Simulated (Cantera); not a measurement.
A closed system holds: 1 mol CH₄, 0.073 mol O₂, 17 mol N₂, at 1 atm.

Method: chemical equilibrium by Gibbs-energy minimisation in Cantera with the NASA 1993 tables (ideal gas, pure condensed phases). Candidate condensed phases: C, C₆H₆, C₇H₈, C₈H₁₈, H₂O; 136 gas species. Rates play no part.

Problem. Which condensed phases are stable at each of these points (T (K)): 623, 823, 1023, 1223, 1423, 1623, 1823, 2023, 2223, 2423, 2623, 2823?

Solution. 
```csv
T (K),condensed phases,C condensed (%)
623,C(graphite),31.2
823,C(graphite),79.5
1023,C(graphite),84.3
1223,C(graphite),85.1
1423,C(graphite),85.0
1623,C(graphite),84.0
1823,C(graphite),81.2
2023,C(graphite),75.2
2223,C(graphite),64.5
2423,C(graphite),47.4
2623,C(graphite),23.3
2823,gas only,0.0
```

From 623 K to 2623 K the condensed part is C(graphite). At 2823 K nothing is condensed.
